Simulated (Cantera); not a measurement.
# CF4 + F2 + Si (fluorocarbon and chlorocarbon gases)

Feed: 1 mol CF4, 0.41 mol F2, 0.076 mol Si, equilibrated at 39.0 mbar.

Equilibrium computed with Cantera from the NASA thermochemical tables; the gas is ideal and each condensed phase is pure. Candidate condensed phases: C, Si, SiC; 23 gas species. The tables' values for SiF3 are old estimates; treat these amounts as uncertain. Gases not in the tables: C2F6 and larger saturated fluorocarbons. Rates play no part.

```
T (K)  log p CF4  log p F  log p CF2  log p SiF4  log p CF3
-----  ---------  -------  ---------  ----------  ---------
1673       -1.61    -1.90     -10.31       -2.73      -7.97
1723       -1.61    -1.90      -9.48       -2.73      -7.47
1773       -1.61    -1.90      -8.70       -2.73      -7.01
1823       -1.61    -1.90      -7.97       -2.73      -6.57
1873       -1.61    -1.90      -7.27       -2.73      -6.16
1923       -1.61    -1.90      -6.61       -2.73      -5.76
1973       -1.61    -1.90      -5.99       -2.73      -5.39
2023       -1.61    -1.90      -5.39       -2.73      -5.04
2073       -1.61    -1.90      -4.83       -2.73      -4.70
2123       -1.61    -1.89      -4.30       -2.73      -4.38
2173       -1.62    -1.89      -3.80       -2.73      -4.09
2223       -1.63    -1.87      -3.35       -2.74      -3.82
2273       -1.66    -1.85      -2.97       -2.76      -3.60
2323       -1.72    -1.80      -2.67       -2.79      -3.44
```
log p: log10 of the partial pressure in bar; nothing condenses.

From 1673 K to 2323 K nothing is condensed. The main Si-bearing gas is SiF4 throughout.
